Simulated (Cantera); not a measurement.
# Low-pressure radical oxidation in H2/O2

An isothermal, constant-pressure homogeneous reactor starts with 0.506 % H2, 16.9 % O2, 82.6 % N2, equivalence ratio 0.015, at 1275 K and 10.00 Torr.

Detailed kinetics in Cantera: the H2/O2 subset of GRI-Mech 3.0, which has no nitrogen chemistry. Radical loss at walls, strong at low pressure, is not modelled.

| t (s) | x H2 | x O2 | x OH | x H | x O | x H2O2 | x H2O |
|---|---|---|---|---|---|---|---|
| 0.000500 | 0.00506 | 0.169 | 9.63e-10 | 7.30e-10 | 1.08e-9 | <1e-12 | 3.25e-10 |
| 0.00107 | 0.00506 | 0.169 | 3.19e-9 | 1.55e-9 | 3.91e-9 | 1.20e-12 | 2.28e-9 |
| 0.00229 | 0.00506 | 0.169 | 1.51e-8 | 5.93e-9 | 2.00e-8 | 5.09e-12 | 1.91e-8 |
| 0.00489 | 0.00506 | 0.169 | 2.27e-7 | 8.39e-8 | 3.08e-7 | 2.02e-11 | 3.78e-7 |
| 0.0105 | 0.00492 | 0.169 | 5.72e-5 | 2.16e-5 | 7.90e-5 | 2.99e-10 | 0.000101 |
| 0.0224 | 0.000111 | 0.164 | 0.000561 | 0.000549 | 0.00373 | 9.63e-9 | 0.00439 |
| 0.0478 | 5.28e-5 | 0.164 | 0.000454 | 0.000442 | 0.00377 | 6.70e-9 | 0.00456 |
| 0.102 | 4.83e-5 | 0.164 | 0.000434 | 0.000383 | 0.00342 | 6.62e-9 | 0.00460 |
| 0.219 | 4.03e-5 | 0.165 | 0.000397 | 0.000288 | 0.00282 | 6.43e-9 | 0.00468 |
| 0.468 | 2.84e-5 | 0.165 | 0.000334 | 0.000167 | 0.00195 | 5.94e-9 | 0.00479 |
| 1.00 | 1.53e-5 | 0.166 | 0.000245 | 6.47e-5 | 0.00103 | 4.89e-9 | 0.00490 |
x: mole fraction; the columns are a selection and need not sum to one.

Equilibrium at this temperature and pressure: H2 5.98e-9, O2 0.167, OH 4.90e-6, H 4.97e-10, O 3.97e-7, H2O2 1.08e-11, H2O 0.00507 (gas phase only).
